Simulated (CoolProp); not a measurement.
Model: reference Helmholtz-energy equation of state, Thol 2017, in CoolProp.

Q: Give the vapour pressure (MPa), liquid density (kg/m³), vapour density (kg/m³), enthalpy of vaporisation (kJ/kg) of saturated octamethyltrisiloxane (MDM) at 340.7, 363.9 K.

A: 
```tsv
T (K)	p (MPa)	liquid density (kg/m³)	vapour density (kg/m³)	enthalpy of vaporisation (kJ/kg)
340.7	0.00523	772	0.440	188
363.9	0.0141	747	1.12	179
```
